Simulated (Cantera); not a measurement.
Charge: 1 mol Si3H8, 0.26 mol Cl2, 28 mol H2, held at 950 K and 300 Pa.

Cantera equilibrium calculation (NASA polynomials, part measured and part estimated; ideal gas, pure solids and liquids). Candidate condensed phases: Si; 19 gas species. The feed counts by its element totals alone. The tables' values for SiCl3 are old estimates; treat these amounts as uncertain. The numbers say what is thermodynamically allowed, not how fast it happens.

Base state: H2 0.988, HCl 0.0103, SiCl4 0.000982, SiHCl3 0.000430, SiCl2 0.000166, SiCl3 6.98e-5, SiH2Cl2 1.91e-5 (mole fractions); condensed: Si(s).

### Question
What changes in the equilibrium state with this change: temperature from 950 K to 1473 K?

### Answer
```json
[
 {"species": "H2", "before": "0.988", "after": "0.984"},
 {"species": "HCl", "before": "0.0103", "after": "0.0147"},
 {"species": "SiCl2", "before": "0.000166", "after": "0.000692"},
 {"species": "SiCl4", "before": "0.000982", "after": "1.38e-8"},
 {"species": "H", "before": "1.01e-8", "after": "0.000229"},
 {"species": "SiHCl3", "before": "0.000430", "after": "8.69e-8"},
 {"species": "SiH2Cl2", "before": "1.91e-5", "after": "8.55e-8"},
 {"species": "SiCl3", "before": "6.98e-5", "after": "1.67e-6"},
 {"species": "Si(s), mol", "before": "2.95", "after": "2.98"}
]
```

### Question
What changes in the equilibrium state with this change: temperature from 950 K to 1750 K?

### Answer
```csv
species,before,after
H2,0.988,0.980
HCl,0.0103,0.0145
H,1.01e-8,0.00420
SiCl2,0.000166,0.000717
SiCl4,0.000982,<1e-9
Si,<1e-9,0.000500
SiHCl3,0.000430,4.93e-9
Cl,<1e-9,4.81e-5
SiCl,<1e-9,4.73e-5
"Si(s), mol",2.95,0
"Si(l), mol",0,2.96
```
The tables' values for SiCl are old estimates; treat these amounts as uncertain. Gases not in the tables: Si2H6 and higher silanes.

### Question
What changes in the equilibrium state with this change: Cl2 from 0.26 to 0.96 mol?

### Answer
| species | before | after |
|---|---|---|
| H2 | 0.988 | 0.971 |
| HCl | 0.0103 | 0.0175 |
| SiCl4 | 0.000982 | 0.00825 |
| SiCl3 | 6.98e-5 | 0.000344 |
| SiHCl3 | 0.000430 | 0.00210 |
| SiCl2 | 0.000166 | 0.000480 |
| SiH2Cl2 | 1.91e-5 | 5.45e-5 |
| Si(s), mol | 2.95 | 2.63 |
